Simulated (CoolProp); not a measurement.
Vapour-liquid equilibrium of n-hexane (1) + n-decane (2) at 28.3 kPa; x and y are mole fractions of (1).

The numbers come from the multi-fluid Helmholtz-energy mixture model, Thol 2019 and Lemmon 2006; pair parameters Kunz 2012 in CoolProp.

| x | bubble temperature (K) | y at the bubble point | dew temperature at overall composition x (K) | liquid density (mol/L) |
|---|---|---|---|---|
| 0.05 | 384.7 | 0.494 | 401.6 | 4.697 |
| 0.2 | 351.8 | 0.889 | 396.8 | 5.137 |
| 0.35 | 335.1 | 0.960 | 391.1 | 5.525 |
| 0.5 | 324.7 | 0.982 | 384.4 | 5.919 |
| 0.65 | 317.4 | 0.992 | 375.7 | 6.341 |
| 0.8 | 311.9 | 0.997 | 363.3 | 6.806 |
| 0.95 | 307.5 | 0.999 | 338.4 | 7.325 |

No azeotrope shows between x = 0.05 and 0.95.

Pair parameters are fitted to limited data, so mixtures are less certain than the pure fluids.
